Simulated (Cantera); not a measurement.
Input (Python, Cantera) and output of one run.

```python
import numpy as np
import cantera as ct

gas_names = """
    H HO2 H2 H2O H2O2 O OH O2 O3 Pb PbO Pb2
""".split()
cond_names = """
    H2O(s) H2O(L) Pb(cr) Pb(L) PbO(rd) PbO(yw) PbO(L) PbO2(s) Pb3O4(s)
""".split()


# ... load() reads the species with a 1 bar reference pressure and builds the phases ...
atoms = {
    'PbO': {'Pb': 1, 'O': 1},
    'H2': {'H': 2},
}
top_T = {'Pb3O4(s)': 820}  # K; cautious upper limits of use, not melting points


# ... equilibrate(T, P, feed) seeds the gas with the atoms and calls Mixture.equilibrate('TP', solver="vcs", rtol=1e-11, max_steps=5000) ...
results = []
T = 848  # K
P = 1333.22  # Pa
for m in [0.31, 0.93, 1.6, 2.2, 2.8, 3.4, 4, 4.7, 5.3, 5.9, 6.5]:
    feed = {'PbO': 1, 'H2': m}  # mol
    mix = equilibrate(T, P, feed)
    results.append((T, P, feed, dict(zip(mix.species_names, mix.species_moles))))

top = {s: max(r[3][s] / sum(r[3][g] for g in gas_names) for r in results) for s in gas_names}
cols = sorted((s for s in top if top[s] > 0.0001), key=lambda s: -top[s])[:5]
seen = [c for c in cond_names if any(r[3].get(c, 0) > 1e-12 for r in results)]
print("log10 of partial pressures in bar; condensed amounts in mol")
print(f"{'n(H2)':>10s}" + "".join(f"{s[:9]:>10s}" for s in cols + seen))
for T, P, feed, n in results:
    ng = sum(n[g] for g in gas_names)
    print(f"{feed['H2']:10.4g}" + "".join(f"{np.log10(max(n[s] / ng * P / 1e5, 1e-99)):10.3f}" for s in cols)
          + "".join(f"{n.get(c, 0):10.4g}" for c in seen))
```

It prints:

```
log10 of partial pressures in bar; condensed amounts in mol
     n(H2)       H2O        H2     Pb(L)   PbO(yw)
      0.31    -1.875    -5.975      0.31      0.69
      0.93    -1.875    -5.975    0.9299   0.07007
       1.6    -2.079    -2.301         1         0
       2.2    -2.218    -2.138         1         0
       2.8    -2.322    -2.067    0.9999         0
       3.4    -2.407    -2.026    0.9999         0
         4    -2.477    -2.000    0.9999         0
       4.7    -2.547    -1.979    0.9999         0
       5.3    -2.599    -1.966    0.9999         0
       5.9    -2.646    -1.956    0.9999         0
       6.5    -2.688    -1.948    0.9999         0
```

Equilibrium computed with Cantera from the NASA thermochemical tables; the gas is ideal and each condensed phase is pure.
